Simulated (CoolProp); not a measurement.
Vapour-liquid equilibrium of propylene (1) + propane (2) at 31.45 °C; x and y are mole fractions of (1).

Model: multi-fluid Helmholtz-energy mixture model, Lemmon 2013 and Lemmon 2009; pair parameters Bell 2016, in CoolProp.

Q: Give the bubble pressure and the first vapour's composition at x = 0.275, 0.725, 0.875. Is there an azeotrope?

A: x = 0.275: 12.01 bar, y = 0.310; x = 0.725: 13.06 bar, y = 0.747; x = 0.875: 13.32 bar, y = 0.885. No azeotrope shows between x = 0.05 and 0.95.

The pair parameters rest on a limited set of measurements; away from them the model extrapolates.
